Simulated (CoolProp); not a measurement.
Ethanol at 358.75 K and 2.11 MPa is throttled through a valve to 0.989 MPa with no heat exchange. Each further row changes one setting.

Values from CoolProp's reference Helmholtz-energy equation of state, Schroeder 2014.

| case | temperature change (K) | final density (kg/m³) |
|---|---|---|
| as stated | +0.3 | 730 |
| outlet pressure 0.297 MPa | +0.4 | 729 |
| outlet pressure 1.29 MPa | +0.2 | 731 |
